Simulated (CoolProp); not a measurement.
Vapour-liquid equilibrium of cyclohexane (1) + n-heptane (2) at 139.85 °C; x and y are mole fractions of (1).

Values from CoolProp's multi-fluid Helmholtz-energy mixture model, Zhou 2014 and Span 2003; pair parameters Bell 2016.

| x | bubble pressure (kPa) | y at the bubble point | dew pressure at overall composition x (kPa) | liquid density (mol/L) |
|---|---|---|---|---|
| 0.05 | 305.3 | 0.071 | 303.0 | 5.789 |
| 0.2 | 328.8 | 0.267 | 320.4 | 6.037 |
| 0.35 | 352.2 | 0.438 | 339.8 | 6.305 |
| 0.5 | 375.3 | 0.590 | 361.3 | 6.597 |
| 0.65 | 397.9 | 0.726 | 385.0 | 6.916 |
| 0.8 | 420.0 | 0.849 | 411.0 | 7.267 |
| 0.95 | 441.7 | 0.964 | 439.1 | 7.654 |

No azeotrope shows between x = 0.05 and 0.95.

Pair parameters are fitted to limited data, so mixtures are less certain than the pure fluids.
